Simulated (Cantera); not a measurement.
What does this Cantera script print?

```python
import numpy as np
import cantera as ct

gas = ct.Solution("gri30.yaml")
gas.TPX = 1225, 59000, {'CH4': 1, 'CO2': 3.3}
reactor = ct.IdealGasConstPressureReactor(gas, energy="off", clone=False)
net = ct.ReactorNet([reactor])
net.rtol, net.atol = 1e-08, 1e-18
show = ['CH4', 'CO2', 'C2H', 'CH2', 'CH2O']
times = np.geomspace(5e-05, 200, 13)

steps = ct.SolutionArray(gas, extra=["t"])
rows = []
print(f"{'t/s':>10s}{'T/K':>9s}{'P/Pa':>11s}" + "".join(f"{s:>11s}" for s in show))
for t in times:
    while net.time < t:
        t_next = net.step()
        steps.append(gas.state, t=t_next)
    rows.append([np.interp(t, steps.t, y) for y in (steps.T, steps.P, *steps(*show).X.T)])
    print(f"{t:10.3e}{rows[-1][0]:9.1f}{rows[-1][1]:11.4g}" + "".join(f"{x:11.3e}" for x in rows[-1][2:]))
rate = np.gradient(steps.T, steps.t)
print("integrator steps:", len(steps.t))
if steps.T.max() > steps.T[0] + 200:
    print(f"time of steepest temperature rise: {steps.t[rate.argmax()]:.4e} s")
gas.TPX = 1225, 59000, {'CH4': 1, 'CO2': 3.3}
gas.equilibrate("TP")
print(f"equilibrium (TP): T = {gas.T:.1f} K  " + "  ".join(f"{s} {gas[s].X[0]:.3e}" for s in show))
```

Result:

```
       t/s      T/K       P/Pa        CH4        CO2        C2H        CH2       CH2O
 5.000e-05   1225.0    5.9e+04  2.326e-01  7.674e-01  2.500e-33  3.857e-18  4.863e-17
 1.775e-04   1225.0    5.9e+04  2.326e-01  7.674e-01  2.523e-30  4.313e-17  1.494e-15
 6.300e-04   1225.0    5.9e+04  2.326e-01  7.674e-01  1.442e-27  5.157e-16  5.590e-14
 2.236e-03   1225.0    5.9e+04  2.326e-01  7.674e-01  9.557e-25  6.263e-15  2.352e-12
 7.937e-03   1225.0    5.9e+04  2.326e-01  7.674e-01  6.584e-22  5.927e-14  8.714e-11
 2.817e-02   1225.0    5.9e+04  2.326e-01  7.674e-01  1.641e-19  1.550e-13  1.317e-09
 1.000e-01   1225.0    5.9e+04  2.325e-01  7.674e-01  2.182e-18  1.809e-13  6.905e-09
 3.550e-01   1225.0    5.9e+04  2.325e-01  7.674e-01  2.102e-17  2.581e-13  2.768e-08
 1.260e+00   1225.0    5.9e+04  2.324e-01  7.674e-01  3.230e-16  4.882e-13  8.632e-08
 4.472e+00   1225.0    5.9e+04  2.318e-01  7.672e-01  9.778e-15  8.336e-13  1.372e-07
 1.587e+01   1225.0    5.9e+04  2.296e-01  7.658e-01  1.406e-13  8.677e-13  1.379e-07
 5.635e+01   1225.0    5.9e+04  2.219e-01  7.578e-01  7.566e-13  8.758e-13  1.286e-07
 2.000e+02   1225.0    5.9e+04  1.977e-01  7.206e-01  2.545e-12  1.947e-12  1.863e-07
integrator steps: 1395
equilibrium (TP): T = 1225.0 K  CH4 1.765e-06  CO2 2.296e-01  C2H 3.170e-22  CH2 1.647e-17  CH2O 2.352e-08
```

Cantera simulation using GRI-Mech 3.0 (53 species, 325 reactions); the numbers are that mechanism's predictions, not measurements.
